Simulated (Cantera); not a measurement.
Input: 1 mol C2F6, 2.3 mol F2, 0.07 mol CH4, equilibrated at 850 K and 28.0 Pa.

Cantera equilibrium calculation (NASA polynomials, part measured and part estimated; ideal gas, pure solids and liquids). The feed counts by its element totals alone. Condensed phases not in the tables: fluorocarbon polymer. Gases not in the tables: C2F6 and larger saturated fluorocarbons. Rates play no part.

```
species  before   after
-------  ------  ------
CF4       0.517   0.586
F2       0.0959   0.244
F         0.317  0.0907
HF       0.0699  0.0793
```
Gas species are given as mole fractions.

Question: Which change was made?
(A) CH4 from 0.07 to 0.05 mol
(B) C2F6 replaced by CHF3
(C) pressure from 28.0 Pa to 870 Pa
(D) F2 from 2.3 to 0.011 mol

Answer: C, pressure from 28.0 Pa to 870 Pa
